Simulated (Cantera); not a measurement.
A diamond (100) surface in a fixed gas of H2 with x(CH4) = 0.03, x(H) = 0.0029, x(CH3) = 0.0013, at 1025 K; coverages are run to steady state.

Detailed kinetics in Cantera: the Harris–Goodwin 1993 mechanism for the reconstructed diamond (100) surface.

One state of this run: growth (µm/h) = 7.62; θ c6HH = 0.475; θ c6H* = 0.0168; θ c6*H = 0.320; θ c6** = 0.00832; θ c6HM = 0.128. θ: site fractions in the mechanism's names (c6HH fully hydrogenated, c6H* and c6*H radical sites, c6** diradical, c6HM methylated).

**Question.** Which value of P (Pa) does it belong to?
A. 8800
B. 750
C. 13000
D. 1700

**Answer.** D, 1700
